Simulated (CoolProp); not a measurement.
Saturated liquid density (kg/m³) of nitrogen: the reference equation beside estimates from Tc = 126.2 K, pc = 3.396 MPa, ω = 0.037. Rackett uses Z = 0.29056 − 0.08775 ω.

Model: reference Helmholtz-energy equation of state, Span 2000, in CoolProp.

```json
[
 {"T (K)": "77.7", "reference": "804.5", "Rackett": "815.2", "Redlich-Kwong": "812.2", "Soave-Redlich-Kwong": "805.7", "Peng-Robinson": "910.2"},
 {"T (K)": "80.4", "reference": "792.1", "Rackett": "802.7", "Redlich-Kwong": "797.5", "Soave-Redlich-Kwong": "791.7", "Peng-Robinson": "894.9"},
 {"T (K)": "83.1", "reference": "779.3", "Rackett": "789.9", "Redlich-Kwong": "782.1", "Soave-Redlich-Kwong": "777.0", "Peng-Robinson": "878.8"},
 {"T (K)": "85.8", "reference": "766.2", "Rackett": "776.8", "Redlich-Kwong": "766.0", "Soave-Redlich-Kwong": "761.6", "Peng-Robinson": "861.9"},
 {"T (K)": "88.6", "reference": "752.2", "Rackett": "762.7", "Redlich-Kwong": "748.6", "Soave-Redlich-Kwong": "745.0", "Peng-Robinson": "843.4"},
 {"T (K)": "91.3", "reference": "738.2", "Rackett": "748.6", "Redlich-Kwong": "731.0", "Soave-Redlich-Kwong": "728.1", "Peng-Robinson": "824.6"},
 {"T (K)": "94", "reference": "723.8", "Rackett": "734.1", "Redlich-Kwong": "712.5", "Soave-Redlich-Kwong": "710.3", "Peng-Robinson": "804.8"},
 {"T (K)": "96.7", "reference": "708.7", "Rackett": "718.9", "Redlich-Kwong": "693.1", "Soave-Redlich-Kwong": "691.5", "Peng-Robinson": "783.7"},
 {"T (K)": "99.5", "reference": "692.4", "Rackett": "702.5", "Redlich-Kwong": "671.8", "Soave-Redlich-Kwong": "670.9", "Peng-Robinson": "760.5"},
 {"T (K)": "102.2", "reference": "675.8", "Rackett": "685.8", "Redlich-Kwong": "650.1", "Soave-Redlich-Kwong": "649.8", "Peng-Robinson": "736.5"},
 {"T (K)": "104.9", "reference": "658.2", "Rackett": "668.2", "Redlich-Kwong": "627.1", "Soave-Redlich-Kwong": "627.3", "Peng-Robinson": "710.8"},
 {"T (K)": "107.6", "reference": "639.4", "Rackett": "649.4", "Redlich-Kwong": "602.4", "Soave-Redlich-Kwong": "603.2", "Peng-Robinson": "683.1"},
 {"T (K)": "110.3", "reference": "619.1", "Rackett": "629.2", "Redlich-Kwong": "575.9", "Soave-Redlich-Kwong": "577.1", "Peng-Robinson": "652.9"},
 {"T (K)": "113.1", "reference": "596.0", "Rackett": "606.2", "Redlich-Kwong": "545.9", "Soave-Redlich-Kwong": "547.5", "Peng-Robinson": "618.5"},
 {"T (K)": "115.8", "reference": "570.9", "Rackett": "581.5", "Redlich-Kwong": "514.0", "Soave-Redlich-Kwong": "515.7", "Peng-Robinson": "581.5"}
]
```

Absolute difference from the reference over all 15 rows, mean and median: Rackett 1.5 and 1.4 %, Redlich-Kwong 3.3 and 2.2 %, Soave-Redlich-Kwong 3.3 and 2.4 %, Peng-Robinson 9.4 and 10.6 %.
